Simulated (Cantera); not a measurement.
Charge: 1 mol Zr, 0.15 mol N2O, 370 mol H2, equilibrated at 1750 K and 0.770 Pa.

These are equilibrium values from Cantera (NASA tables, ideal gas, pure condensed phases), not measurements of a reactor. Candidate condensed phases: H2O, Zr, ZrN, ZrO2; 28 gas species. Mutual solubility and eutectic melting of coexisting phases are not modelled. ZrN: taken at fixed stoichiometry. Condensed phases not in the tables: solid solutions among these carbides, nitrides and lower oxides, N, O or C dissolved in the metal. Rates play no part.

Base state: H2 0.920, H 0.0804, ZrO 3.41e-5 (mole fractions); condensed: Zr(β) + ZrN(s) + ZrO2(tetragonal).

Q: What changes in the equilibrium state with this change: N2O from 0.15 to 1.2 mol?

A: 
```tsv
species	before	after
H2	0.920	0.917
H	0.0804	0.0803
N2	8.56e-8	0.00259
ZrO	3.41e-5	2.59e-6
Zr(β), mol	0.618	0
ZrN(s), mol	0.300	0.400
ZrO2(tetragonal), mol	0.0684	0.599
```
Condensed phases not in the tables: solid solutions among these carbides, nitrides and lower oxides.

Q: What changes in the equilibrium state with this change: temperature from 1750 K to 1873 K?

A: 
```json
[
 {"species": "H2", "before": "0.920", "after": "0.793"},
 {"species": "H", "before": "0.0804", "after": "0.207"},
 {"species": "ZrO", "before": "3.41e-5", "after": "0.000363"},
 {"species": "Zr", "before": "1.80e-6", "after": "2.74e-5"},
 {"species": "Zr(β), mol", "before": "0.618", "after": "0.541"},
 {"species": "ZrN(s), mol", "before": "0.300", "after": "0.298"},
 {"species": "ZrO2(tetragonal), mol", "before": "0.0684", "after": "0"}
]
```
Condensed phases not in the tables: N, O or C dissolved in the metal.
